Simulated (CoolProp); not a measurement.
Saturated liquid density (kg/m³) of tetrahydrofuran: the reference equation beside estimates from Tc = 267.0 °C, pc = 5.304 MPa, ω = 0.234. Rackett uses Z = 0.29056 − 0.08775 ω.

The numbers come from the reference Helmholtz-energy equation of state, Fiedler 2023 in CoolProp.

```tsv
T (°C)	reference	Rackett	van der Waals	Redlich-Kwong	Soave-Redlich-Kwong	Peng-Robinson
106.65	786.6	795.7	…	702.4	728.3	824.8
114.65	776.4	785.0	478.4	691.0	717.4	…
122.65	766.0	774.2	471.8	679.2	706.1	800.3
130.65	…	763.0	465.0	667.0	694.3	…
138.65	744.5	751.6	457.9	654.4	682.0	773.5
146.65	733.3	739.8	450.7	641.4	669.1	759.1
154.75	721.7	…	443.0	627.6	655.5	743.8
162.75	709.8	…	435.2	613.5	641.4	727.9
170.75	697.4	701.8	427.0	598.8	626.5	711.1
178.75	684.6	688.2	418.5	583.4	610.9	693.3
186.75	671.1	674.0	409.5	567.3	594.3	…
194.75	657.0	659.0	400.1	550.3	576.8	654.3
```

Question: Fill in the missing entries.

Answer: 
- 106.65, van der Waals: 484.8
- 114.65, Peng-Robinson: 812.8
- 130.65, reference: 755.4
- 130.65, Peng-Robinson: 787.2
- 154.75, Rackett: 727.5
- 162.75, Rackett: 714.9
- 186.75, Peng-Robinson: 674.4

Absolute difference from the reference over all 12 rows, mean and median: Rackett 0.8 and 0.8 %, van der Waals 38.6 and 38.6 %, Redlich-Kwong 13.1 and 12.8 %, Soave-Redlich-Kwong 9.3 and 9.0 %, Peng-Robinson 2.9 and 3.3 %.
